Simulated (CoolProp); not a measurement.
Saturation properties of hydrogen chloride.

The numbers come from the reference Helmholtz-energy equation of state, Thol 2018 in CoolProp.

```tsv
T (K)	p (bar)	liquid density (kg/m³)	vapour density (kg/m³)	enthalpy of vaporisation (kJ/kg)	liquid cp (kJ/(kg K))
208.9	2.893	1132	6.459	420.0	1.682
219.1	4.480	1104	9.745	406.9	1.702
229.3	6.657	1075	14.20	392.6	1.731
239.5	9.550	1045	20.12	376.9	1.769
249.7	13.29	1012	27.87	359.6	1.822
259.9	18.02	977.6	37.95	340.4	1.893
270.1	23.89	939.8	51.06	318.6	1.994
280.3	31.07	898.0	68.27	293.6	2.143
290.5	39.75	850.5	91.37	264.2	2.385
```

It boils at 188.2 K under 1 atm.
